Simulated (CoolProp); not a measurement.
Vapour-liquid equilibrium of dimethyl ether (1) + R236EA (2) at 54.35 °C; x and y are mole fractions of (1).

Computed with CoolProp (multi-fluid Helmholtz-energy mixture model, Wu 2011 and Rui 2013; pair parameters Bell 2016).

```
x     bubble pressure (kPa)  y at the bubble point  dew pressure at overall composition x (kPa)  liquid density (mol/L)
----  ---------------------  ---------------------  -------------------------------------------  ----------------------
0.05                  518.9                  0.056                                        518.6                   8.920
0.15                  529.2                  0.175                                        526.6                   9.327
0.25                  547.7                  0.307                                        538.7                   9.755
0.35                  579.1                  0.448                                        555.8                   10.20
0.45                  628.4                  0.589                                        579.6                   10.66
0.55                  700.3                  0.718                                        612.4                   11.14
0.65                  797.4                  0.824                                        658.3                   11.62
0.75                  918.3                  0.902                                        725.0                   12.11
0.85                   1057                  0.956                                        831.1                   12.58
0.95                   1201                  0.989                                         1038                   13.04
```

No azeotrope shows between x = 0.05 and 0.95.

The pair parameters rest on a limited set of measurements; away from them the model extrapolates.
